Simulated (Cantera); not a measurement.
Feed: 1 mol Si, 0.0012 mol O2, 2.2 mol H2, at 1127 °C and 0.00240 Torr.

These are equilibrium values from Cantera (NASA tables, ideal gas, pure condensed phases), not measurements of a reactor. Candidate condensed phases: H2O, Si, SiO2; 18 gas species. The numbers say what is thermodynamically allowed, not how fast it happens.

Base state: H2 0.996, H 0.00271, SiO 0.00109, Si 0.000257 (mole fractions); condensed: Si(s).

Problem. What changes in the equilibrium state with this change: O2 from 0.0012 to 0.61 mol?

Solution. 
```
species                before    after
-------------------  --------  -------
H2                      0.996    0.736
SiO                   0.00109    0.261
H                     0.00271  0.00233
H2O                     <1e-9  6.76e-5
Si                   0.000257  3.35e-8
Si(s), mol              0.997        0
SiO2(β-quartz), mol         0    0.220
```
The tables hold silica as quartz up to 1696 K and as liquid above; real silica turns to tridymite and cristobalite and melts near 1996 K.

Problem. What changes in the equilibrium state with this change: 0.86 mol CO2 added?

Solution. 
| species | before | after |
|---|---|---|
| H2 | 0.996 | 0.559 |
| SiO | 0.00109 | 0.237 |
| CO | 0 | 0.202 |
| Si | 0.000257 | 3.78e-5 |
| H | 0.00271 | 0.00203 |
| Si(s), mol | 0.997 | 0 |
| SiC(s), mol | 0 | 0.0687 |
Further candidate phases: C, C6H6, C7H8, C8H18, SiC.
